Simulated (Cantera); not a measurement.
Charge: 1 mol B, 28 mol N2, a varied amount of H2, equilibrated at 1848 K and 0.0100 bar.

Method: chemical equilibrium by Gibbs-energy minimisation in Cantera with the NASA 1993 tables (ideal gas, pure condensed phases). Candidate condensed phases: B, BN; 15 gas species. The tables' values for BH2 are old estimates; treat these amounts as uncertain. The numbers say what is thermodynamically allowed, not how fast it happens.

x: gas mole fraction; n: condensed amount in mol.

| n(H2) (mol) | x N2 | x H2 | x H | x BH2 | x BH3 | n BN(s) |
|---|---|---|---|---|---|---|
| 1 | 0.964 | 0.0346 | 0.000986 | 2.03e-7 | 4.85e-10 | 1.000 |
| 1.7 | 0.941 | ? | ? | 3.42e-7 | ? | 1.000 |
| 2.8 | 0.907 | 0.0915 | 0.00160 | 5.54e-7 | 2.16e-9 | 1.000 |
| 4.5 | 0.859 | 0.139 | 0.00198 | 8.68e-7 | 4.17e-9 | 1.000 |
| 7.4 | 0.787 | 0.211 | 0.00243 | 1.37e-6 | 8.08e-9 | 1.000 |
| 12 | ? | ? | ? | 2.09e-6 | ? | 1.000 |
| 20 | 0.578 | 0.419 | 0.00343 | 3.18e-6 | 2.64e-8 | 1.000 |
| 33 | 0.454 | 0.542 | 0.00390 | 4.64e-6 | 4.40e-8 | 1.000 |
| 53 | 0.341 | 0.655 | 0.00429 | 6.47e-6 | 6.73e-8 | 0.999 |
| 87 | 0.240 | 0.756 | 0.00461 | 8.90e-6 | 9.95e-8 | 0.999 |
| 140 | 0.164 | 0.831 | 0.00483 | 1.18e-5 | 1.39e-7 | 0.998 |

Q: Some entries are withheld; supply them.

A: 
- 12, x N2: 0.695
- 12, x H2: 0.302
- 12, x H: 0.00291
- 12, x BH3: 1.48e-8
- 1.7, x H2: 0.0575
- 1.7, x H: 0.00127
- 1.7, x BH3: 1.06e-9
